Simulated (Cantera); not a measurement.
## Premixed flame

A freely propagating, adiabatic, planar premixed flame of CH₃OH : O₂ : N₂ = 1 : 1.61 : 5.5 (molar parts), equivalence ratio 0.93, unburnt at 675 K and 27000 Pa; mixture-averaged transport, grid criteria slope 0.08 and curve 0.16, no radiation.

Computed with Cantera and GRI-Mech 3.0 (53 species, 325 reactions). GRI-Mech 3.0 was tuned for natural gas; its chemistry of methanol as a main component is partial and can be far from experiment. Burning velocities carry a grid error of a few per cent, more on coarse grids.

| z (mm) | T (K) | u (m/s) | x CH₃OH | x O₂ | x C₂H₂ | x CH₂ | x H₂O | x CH₂CO |
|---|---|---|---|---|---|---|---|---|
| -2.28 | 675 | 2.07 | 0.123 | 0.198 | <1e-8 | <1e-8 | 7.77e-5 | <1e-8 |
| -1.52 | 677 | 2.08 | 0.123 | 0.197 | <1e-8 | <1e-8 | 0.000666 | <1e-8 |
| -1.14 | 684 | 2.11 | 0.122 | 0.196 | <1e-8 | <1e-8 | 0.00259 | <1e-8 |
| -0.760 | 732 | 2.28 | 0.118 | 0.190 | 1.16e-8 | <1e-8 | 0.0119 | 8.99e-8 |
| -0.380 | 1019 | 3.29 | 0.0911 | 0.162 | 1.13e-7 | <1e-8 | 0.0557 | 1.26e-6 |
| -0.190 | 1374 | 4.57 | 0.0508 | 0.128 | 2.99e-7 | 6.78e-7 | 0.103 | 3.89e-6 |
| 0 | 1752 | 6.02 | 0.00870 | 0.0909 | 6.16e-7 | 1.30e-5 | 0.155 | 8.04e-6 |
| 0.190 | 1883 | 6.52 | 0.000194 | 0.0664 | 3.31e-7 | 4.78e-6 | 0.180 | 2.65e-6 |
| 0.380 | 1909 | 6.60 | 1.08e-6 | 0.0522 | 4.08e-8 | 2.27e-7 | 0.188 | 2.82e-7 |
| 0.760 | 1940 | 6.67 | <1e-8 | 0.0419 | <1e-8 | <1e-8 | 0.189 | <1e-8 |
| 1.52 | 1981 | 6.77 | <1e-8 | 0.0374 | <1e-8 | <1e-8 | 0.187 | <1e-8 |
| 3.04 | 2034 | 6.92 | <1e-8 | 0.0351 | <1e-8 | <1e-8 | 0.190 | <1e-8 |
| 6.08 | 2107 | 7.13 | <1e-8 | 0.0328 | <1e-8 | <1e-8 | 0.195 | <1e-8 |
x: mole fraction of selected species; z is measured from the peak of heat release.

```json
{
  "laminar_burning_velocity": "206 cm/s",
  "thermal_thickness": "0.760 mm",
  "peak x(C₂H₂)": "6.34e-7",
  "peak x(CH₂)": "1.42e-5",
  "peak x(CH₂CO)": "8.04e-6",
  "grid_points": "157"
}
```
